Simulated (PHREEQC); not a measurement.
Dissolve 0.21 mol HNO3, 0.0012 mol K2SO4 and 0.00027 mol KH2PO4 per kg of water at 25 °C and 100 atm. Closed to the air; pH follows from the charge balance.

The numbers come from PHREEQC with the ion-association model, phreeqc.dat.

```
Quantity                      Value
--------------------  -------------
pH                             0.78
ionic strength        0.212 mol/kgw
activity of water             0.993
specific conductance    69400 µS/cm
density                 1.009 g/cm³
total alkalinity        -210 meq/kg
```

```tsv
species	molality	activity	log γ
NO3-	0.210	0.145	-0.161
H+	0.209	0.166	-0.099
K+	0.00267	0.00189	-0.150
HSO4-	0.00102	0.000759	-0.128
H3PO4	0.000255	0.000267	0.021
SO4-2	0.000180	5.20e-5	-0.540
H2PO4-	1.55e-5	1.15e-5	-0.129
KSO4-	8.95e-7	6.66e-7	-0.129
```

No solid was allowed to form. Complexes and solids missing from the database can't appear. Under pressure, the constants of complexes without a molar volume in the database are unreliable.
